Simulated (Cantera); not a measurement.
Input: 1 mol Ta2O5, 3.5 mol CH4, 1.4 mol CO, at 1048.15 K and 4800 Torr.

Equilibrium computed with Cantera from the NASA thermochemical tables; the gas is ideal and each condensed phase is pure. Candidate condensed phases: C, C6H6, C7H8, C8H18, H2O, Ta, TaC, Ta2O5; 113 gas species. Kinetics and transport are ignored.

Base state: H2 0.649, CH4 0.157, CO 0.101, H2O 0.0783, CO2 0.0145, C2H6 1.01e-5 (mole fractions); condensed: C(graphite) + Ta2O5(s).

What changes in the equilibrium state with this change: Ta2O5 replaced by TiO2?


| species | before | after |
|---|---|---|
| H2 | 0.649 | 0.649 |
| CH4 | 0.157 | 0.157 |
| CO | 0.101 | 0.101 |
| C2H6 | 1.01e-5 | 1.01e-5 |
| H2O | 0.0783 | 0.0783 |
| CO2 | 0.0145 | 0.0145 |
| C(graphite), mol | 3.07 | 3.07 |
| Ta2O5(s), mol | 1.00 | 0 |
| TiO2(rutile), mol | 0 | 1.00 |
Gases not in the tables: TiO(OH)2. Further candidate phases: Ti, TiC, TiO, TiO2, Ti2O3, Ti3O5, Ti4O7.
